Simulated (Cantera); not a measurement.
Input (Python, Cantera) and output of one run.

```python
import numpy as np
import cantera as ct

gas_names = [...]  # 49 gases of nasa_gas.yaml made of B, Cl, H, N, O
cond_names = """
    B(b) B(L) BN(s) B2O3(L) B3O3H3(cr) H2O(s) H2O(L) NH4CL(a) NH4CL(b)
""".split()


# ... load() reads the species with a 1 bar reference pressure and builds the phases ...
atoms = {
    'BCl3': {'B': 1, 'CL': 3},
    'NH3': {'N': 1, 'H': 3},
    'N2': {'N': 2},
    'O2': {'O': 2},
}
top_T = {'BN(s)': 3200}  # K; cautious upper limits of use, not melting points


# ... equilibrate(T, P, feed) seeds the gas with the atoms and calls Mixture.equilibrate('TP', solver="vcs", rtol=1e-11, max_steps=5000) ...
results = []
feed = {'BCl3': 1, 'NH3': 0.64, 'N2': 33, 'O2': 7.4}  # mol
P = 22  # Pa
for T in [1700, 1800, 1900, 2000, 2100, 2200, 2300, 2400]:
    mix = equilibrate(T, P, feed)
    results.append((T, P, feed, dict(zip(mix.species_names, mix.species_moles))))

top = {s: max(r[3][s] / sum(r[3][g] for g in gas_names) for r in results) for s in gas_names}
cols = sorted((s for s in top if top[s] > 1e-06), key=lambda s: -top[s])[:8]
seen = [c for c in cond_names if any(r[3].get(c, 0) > 1e-12 for r in results)]
print("log10 of partial pressures in bar; condensed amounts in mol")
print(f"{'T/K':>10s}" + "".join(f"{s[:9]:>10s}" for s in cols + seen))
for T, P, feed, n in results:
    ng = sum(n[g] for g in gas_names)
    print(f"{T:10.4g}" + "".join(f"{np.log10(max(n[s] / ng * P / 1e5, 1e-99)):10.3f}" for s in cols)
          + "".join(f"{n.get(c, 0):10.4g}" for c in seen))
```

Result:

```
log10 of partial pressures in bar; condensed amounts in mol
       T/K        N2        O2         O        CL         H       HCL      HBO2       BO2
      1700    -3.777    -4.499    -6.599    -4.990    -8.099    -5.317    -5.512    -6.277
      1800    -3.778    -4.508    -6.169    -4.963    -7.431    -5.385    -5.526    -6.083
      1900    -3.780    -4.523    -5.787    -4.939    -6.847    -5.463    -5.561    -5.917
      2000    -3.784    -4.547    -5.448    -4.919    -6.342    -5.555    -5.623    -5.777
      2100    -3.790    -4.586    -5.150    -4.902    -5.915    -5.671    -5.726    -5.667
      2200    -3.800    -4.649    -4.892    -4.890    -5.578    -5.831    -5.898    -5.593
      2300    -3.813    -4.748    -4.678    -4.884    -5.342    -6.055    -6.180    -5.579
      2400    -3.827    -4.897    -4.510    -4.885    -5.207    -6.349    -6.607    -5.652
```

These are equilibrium values from Cantera (NASA tables, ideal gas, pure condensed phases), not measurements of a reactor. The tables' values for BOCl are old estimates; treat these amounts as uncertain.
